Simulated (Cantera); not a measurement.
Input: 1 mol BN, a varied amount of H2, 1.2 mol Cl2, held at 1575 K and 0.133 bar.

Equilibrium computed with Cantera from the NASA thermochemical tables; the gas is ideal and each condensed phase is pure. Candidate condensed phases: B, BN, NH4Cl; 21 gas species. The numbers say what is thermodynamically allowed, not how fast it happens.

Question: At 120 mol H2, list the 3 most abundant gas species with their mole fractions, and the condensed phases.

Answer: H2 0.980, HCl 0.0198, H 0.000113. Condensed: BN(s).
